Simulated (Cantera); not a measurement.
Input: 1 mol Si3N4, 0.35 mol O2, a varied amount of H2, at 2248 K and 1 atm.

Cantera equilibrium calculation (NASA polynomials, part measured and part estimated; ideal gas, pure solids and liquids). Candidate condensed phases: H2O, Si, SiO2, Si2N2O, Si3N4; 35 gas species. The tables' values for SiN are old estimates; treat these amounts as uncertain. Gases not in the tables: Si2H6 and higher silanes. Equilibrium is a limit: real reactors are often held back by kinetics, nucleation or transport.

x: gas mole fraction; n: condensed amount in mol.

```
n(H2) (mol)   x H2    x N2    x SiO      x H      x Si    x SiH2     x SiH  n Si(l)
-----------  -----  ------  -------  -------  --------  --------  --------  -------
1.2          0.305   0.511    0.179  0.00403  0.000574  0.000113  0.000129     2.30
1.9          0.409   0.433    0.152  0.00467  0.000574  0.000152  0.000149     2.30
3            0.522   0.350    0.122  0.00527  0.000574  0.000194  0.000168     2.29
4.7          0.630   0.269   0.0942  0.00579  0.000574  0.000234  0.000185     2.29
7.4          0.726   0.197   0.0690  0.00622  0.000574  0.000270  0.000199     2.29
12           0.809     [?]      [?]  0.00657  0.000574  0.000301  0.000210     2.28
18           0.862  0.0962   0.0337  0.00678  0.000574  0.000320  0.000217     2.27
29           0.907     [?]      [?]  0.00695  0.000574  0.000337  0.000222     2.26
46           0.937  0.0409   0.0143  0.00706  0.000574  0.000348  0.000226     2.24
72           0.956  0.0266  0.00933  0.00713  0.000574  0.000355  0.000228     2.21
110          0.968  0.0177  0.00618  0.00718  0.000574  0.000360  0.000229     2.16
```

Problem. Complete the blanks.

Solution. 
- 29, x N2: 0.0628
- 29, x SiO: 0.0220
- 12, x N2: 0.135
- 12, x SiO: 0.0474
